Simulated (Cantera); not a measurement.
What does this Cantera script print?

```python
import numpy as np
import cantera as ct

gas = ct.Solution("SiF4_NH3_mec.yaml", "gas")
gas.TPX = 2250, 2666, {'NH3': 1, 'N2': 9.7}
inlet = ct.Reservoir(gas, clone=True)

reactor = ct.IdealGasConstPressureReactor(gas, energy="off", clone=False)
exhaust = ct.Reservoir(gas, clone=True)
tau = [0.75, 0.3, 0.12, 0.048, 0.019, 0.0077, 0.0031, 0.0012][0]
for a, b in ((inlet, reactor), (reactor, exhaust)):
    ct.MassFlowController(a, b, mdot=lambda t: reactor.mass / tau)
net = ct.ReactorNet([reactor])
show = ['NH3', 'N2', 'N2H4', 'NH', 'NH2', 'H2']

rows = []
print(f"{'tau/s':>10s}{'T/K':>9s}" + "".join(f"{s:>11s}" for s in show))
for tau in [0.75, 0.3, 0.12, 0.048, 0.019, 0.0077, 0.0031, 0.0012]:
    net.initial_time = 0.0
    net.advance(30 * tau)
    before = gas.X
    net.advance(40 * tau)
    drift = np.max(np.abs(gas.X - before) / (gas.X + 1e-9))
    rows.append([gas.T, *gas[show].X, drift])
    print(f"{tau:10.3e}{gas.T:9.1f}" + "".join(f"{x:11.3e}" for x in gas[show].X))
```

Result:

```
     tau/s      T/K        NH3         N2       N2H4         NH        NH2         H2
 7.500e-01   2250.0  1.050e-02  8.754e-01  7.417e-11  2.359e-05  1.902e-04  1.132e-01
 3.000e-01   2250.0  2.158e-02  8.796e-01  2.171e-10  3.144e-05  3.253e-04  9.801e-02
 1.200e-01   2250.0  3.876e-02  8.860e-01  5.450e-10  3.886e-05  5.154e-04  7.434e-02
 4.800e-02   2250.0  5.889e-02  8.935e-01  1.142e-09  4.264e-05  7.461e-04  4.658e-02
 1.900e-02   2250.0  7.581e-02  8.998e-01  2.014e-09  3.973e-05  9.909e-04  2.319e-02
 7.700e-03   2250.0  8.585e-02  9.036e-01  2.797e-09  3.027e-05  1.168e-03  9.290e-03
 3.100e-03   2250.0  9.072e-02  9.054e-01  2.415e-09  1.784e-05  1.085e-03  2.713e-03
 1.200e-03   2250.0  9.262e-02  9.062e-01  8.286e-10  7.198e-06  6.357e-04  5.507e-04
```

Model: the gas-phase N/H chemistry of the illustrative SiF4/NH3 mechanism in the Surface Chemkin manual (1991), integrated in Cantera. Walls and surfaces, which speed up NH3 decomposition in real reactors, are not modelled.
